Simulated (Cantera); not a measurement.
An isothermal plug-flow reactor at 550 K and 4.93 atm (inlet), inlet velocity 0.69 m/s, active area per volume 2300 1/m; feed H2 : O2 : N2 : H2O = 0.0045 : 0.026 : 0.79 : 0.005 (molar parts), equivalence ratio 0.087.

Computed with Cantera and Deutschmann's 1995 Pt surface mechanism with GRI-Mech 3.0 gas chemistry. Catalytic surfaces can have several steady states; this one follows from the mechanism file's or the stated starting coverage. Mass transfer to the wall is taken as infinitely fast.

**Question.** Predict: x(H2) at z = 0.0041 m; x(O2) at z = 0.0041 m; x(H2O) at z = 0.0041 m; θ(free Pt) at the exit; θ(O*) at the exit; θ(OH*) at the exit.

**Answer.** 
```
Item                      Value
----------------------  -------
x(H2) at z = 0.0041 m   4.75e-5
x(O2) at z = 0.0041 m    0.0289
x(H2O) at z = 0.0041 m   0.0115
θ(free Pt) at the exit  0.00257
θ(O*) at the exit         0.989
θ(OH*) at the exit      0.00857
```
